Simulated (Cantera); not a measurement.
What does this Cantera script print?

```python
import numpy as np
import cantera as ct

gas = ct.Solution("h2o2.yaml")
gas.TPX = 1025, 25000, {'H2': 0.69, 'O2': 1, 'N2': 4.6}
reactor = ct.IdealGasConstPressureReactor(gas, energy="off", clone=False)
net = ct.ReactorNet([reactor])
net.rtol, net.atol = 1e-08, 1e-18
show = ['H2', 'O2', 'H2O2', 'O', 'H2O', 'HO2']
times = np.geomspace(1e-05, 5, 13)

steps = ct.SolutionArray(gas, extra=["t"])
rows = []
print(f"{'t/s':>10s}{'T/K':>9s}{'P/Pa':>11s}" + "".join(f"{s:>11s}" for s in show))
for t in times:
    while net.time < t:
        t_next = net.step()
        steps.append(gas.state, t=t_next)
    rows.append([np.interp(t, steps.t, y) for y in (steps.T, steps.P, *steps(*show).X.T)])
    print(f"{t:10.3e}{rows[-1][0]:9.1f}{rows[-1][1]:11.4g}" + "".join(f"{x:11.3e}" for x in rows[-1][2:]))
rate = np.gradient(steps.T, steps.t)
print("integrator steps:", len(steps.t))
if steps.T.max() > steps.T[0] + 200:
    print(f"time of steepest temperature rise: {steps.t[rate.argmax()]:.4e} s")
gas.TPX = 1025, 25000, {'H2': 0.69, 'O2': 1, 'N2': 4.6}
gas.equilibrate("TP")
print(f"equilibrium (TP): T = {gas.T:.1f} K  " + "  ".join(f"{s} {gas[s].X[0]:.3e}" for s in show))
```

Output:

```
       t/s      T/K       P/Pa         H2         O2       H2O2          O        H2O        HO2
 1.000e-05   1025.0    2.5e+04  1.097e-01  1.590e-01  8.986e-15  6.426e-12  6.403e-12  6.382e-11
 2.985e-05   1025.0    2.5e+04  1.097e-01  1.590e-01  8.354e-14  4.391e-11  9.890e-11  2.042e-10
 8.909e-05   1025.0    2.5e+04  1.097e-01  1.590e-01  9.226e-13  4.815e-10  2.215e-09  9.023e-10
 2.659e-04   1025.0    2.5e+04  1.097e-01  1.590e-01  9.342e-11  1.061e-07  6.121e-07  9.412e-08
 7.937e-04   1025.0    2.5e+04  1.836e-02  1.180e-01  3.087e-06  3.934e-03  8.671e-02  3.283e-05
 2.369e-03   1025.0    2.5e+04  9.869e-04  1.105e-01  1.991e-06  1.188e-04  1.149e-01  1.582e-05
 7.071e-03   1025.0    2.5e+04  2.302e-04  1.103e-01  9.482e-07  1.809e-05  1.158e-01  5.953e-06
 2.111e-02   1025.0    2.5e+04  4.108e-05  1.102e-01  2.996e-07  2.912e-06  1.160e-01  1.464e-06
 6.300e-02   1025.0    2.5e+04  4.055e-06  1.102e-01  7.714e-08  4.210e-07  1.161e-01  1.974e-07
 1.880e-01   1025.0    2.5e+04  2.139e-07  1.102e-01  1.960e-08  7.621e-08  1.161e-01  2.398e-08
 5.612e-01   1025.0    2.5e+04  1.174e-08  1.102e-01  5.505e-09  1.895e-08  1.161e-01  5.010e-09
 1.675e+00   1025.0    2.5e+04  2.490e-09  1.102e-01  1.740e-09  5.643e-09  1.161e-01  1.568e-09
 5.000e+00   1025.0    2.5e+04  7.532e-10  1.102e-01  5.804e-10  1.815e-09  1.161e-01  6.760e-10
integrator steps: 1683
equilibrium (TP): T = 1025.0 K  H2 1.273e-10  O2 1.102e-01  H2O2 7.413e-11  O 2.205e-10  H2O 1.161e-01  HO2 6.459e-10
```

Computed with Cantera and the H2/O2 subset of GRI-Mech 3.0, which has no nitrogen chemistry. The temperature is held fixed by assumption; the heat of reaction is taken as removed at once.
